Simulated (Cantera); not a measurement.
A closed system holds: 1 mol V₂O₃, 2.6 mol H₂, at 1350 °C and 0.00420 bar.

Cantera equilibrium calculation (NASA polynomials, part measured and part estimated; ideal gas, pure solids and liquids). Candidate condensed phases: H₂O, V, VO, V₂O₃, V₂O₄, V₂O₅; 12 gas species. Mutual solubility and eutectic melting of coexisting phases are not modelled. VO: taken at fixed stoichiometry. Condensed phases not in the tables: the oxides between V₂O₃ and V₂O₅ other than VO₂. Equilibrium is a limit: real reactors are often held back by kinetics, nucleation or transport.

Base state: H₂ 0.992, H₂O 0.00681, H 0.00106 (mole fractions); condensed: VO(s) + V₂O₃(s).

What changes in the equilibrium state with this change: temperature from 1350 °C to 1327 °C?


```csv
species,before,after
H₂,0.992,0.993
H₂O,0.00681,0.00610
H,0.00106,0.000836
"VO(s), mol",0.0354,0.0318
"V₂O₃(s), mol",0.982,0.984
```
